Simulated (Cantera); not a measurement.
Charge: 1 mol SiH₂Cl₂, a varied amount of O₂, 2.2 mol N₂, at 1798 K and 25.0 mbar.

Equilibrium computed with Cantera from the NASA thermochemical tables; the gas is ideal and each condensed phase is pure. Candidate condensed phases: H₂O, NH₄Cl, Si, SiO₂, Si₂N₂O, Si₃N₄; 47 gas species. The tables hold silica as quartz up to 1696 K and as liquid above; real silica turns to tridymite and cristobalite and melts near 1996 K. Kinetics and transport are ignored.

Problem. What share of the Si ends up in condensed phases as a function of n(O₂) (mol), at 0.17, 0.3, 0.55, 1, 1.9, 3.4, 6.2?

Solution. 
| n(O₂) (mol) | Si condensed (%) | as |
|---|---|---|
| 0.17 | 17.2 | Si₂N₂O(s) |
| 0.3 | 0.0 | - |
| 0.55 | 29.0 | SiO₂(condensed) |
| 1 | 99.7 | SiO₂(condensed) |
| 1.9 | 100.0 | SiO₂(condensed) |
| 3.4 | 100.0 | SiO₂(condensed) |
| 6.2 | 100.0 | SiO₂(condensed) |
